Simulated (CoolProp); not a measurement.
CH3F (R41) at several states: fugacity coefficient from the reference equation and from simpler models built on Tc = 317.3 K, pc = 5.906 MPa, ω = 0.200; each cubic takes its own stable root.

The numbers come from the reference Helmholtz-energy equation of state, Lemmon 2006 in CoolProp. It is a short technical equation, of lower accuracy than the large ones.

```csv
T (K),p (MPa),phase,reference
147.6,14.1,liquid,0.0003024
347.6,0.192,gas,0.9905
397,5.81,gas,0.8311
```

Problem. How far does each simpler model (van der Waals, Redlich-Kwong, Soave-Redlich-Kwong, Peng-Robinson) lie from the reference over these 3 states: mean and median of the absolute difference, and the worst?

Solution. 
- van der Waals: mean 1564.2 %, median 0.8 %, worst +4691.7 % at 147.6 K and 14.1 MPa
- Redlich-Kwong: mean 27.3 %, median 0.9 %, worst +80.9 % at 147.6 K and 14.1 MPa
- Soave-Redlich-Kwong: mean 3.1 %, median 3.2 %, worst -5.9 % at 147.6 K and 14.1 MPa
- Peng-Robinson: mean 0.7 %, median 0.4 %, worst -1.6 % at 147.6 K and 14.1 MPa
